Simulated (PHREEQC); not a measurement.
A solution holds 0.0062 mol Al2(SO4)3, 0.078 mol CuCl2 and 9.4e-05 mol NaF per kg of water, at 25 °C. Closed to the air; pH follows from the charge balance.

The numbers come from PHREEQC with the ion-association model, phreeqc.dat.

Precipitation was switched off in this run.

**Question.** Order these Cu species by the share of Cu that they hold, largest first: CuCl+, CuCl2, CuSO4, Cu+2.

**Answer.** Cu+2 (82 %), CuCl+ (9.9 %), CuSO4 (8.0 %), CuCl2 (0.36 %)

**Question.** Order these Cl species by the share of Cl that they hold, largest first: CuCl+, Cl-, CuCl2.

**Answer.** Cl- (95 %), CuCl+ (5.0 %), CuCl2 (0.36 %)

The pH is 3.86 and the ionic strength 0.249 mol/kgw. The solution is supersaturated, for example in Gibbsite (slow to form), so a real one may precipitate; this is no full list. Fluoro complexes past AlF4- and FeF3 are missing from the database.
